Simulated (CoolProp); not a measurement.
Carbon monoxide at 448.33 K and 1.79 MPa is throttled through a valve to 0.663 MPa with no heat exchange. Each further row changes one setting.

Model: reference Helmholtz-energy equation of state, Lemmon 2006, in CoolProp. It is a short technical equation, of lower accuracy than the large ones.

```
case                       temperature change (K)  final density (kg/m³)
-------------------------  ----------------------  ---------------------
as stated                                       …                      …
outlet pressure 0.199 MPa                    -1.3                      …
outlet pressure 0.862 MPa                    -0.8                      …
```

**Question.** Complete the blanks.

**Answer.** 
- as stated, temperature change (K): -0.9
- as stated, final density (kg/m³): 4.98
- outlet pressure 0.199 MPa, final density (kg/m³): 1.50
- outlet pressure 0.862 MPa, final density (kg/m³): 6.47
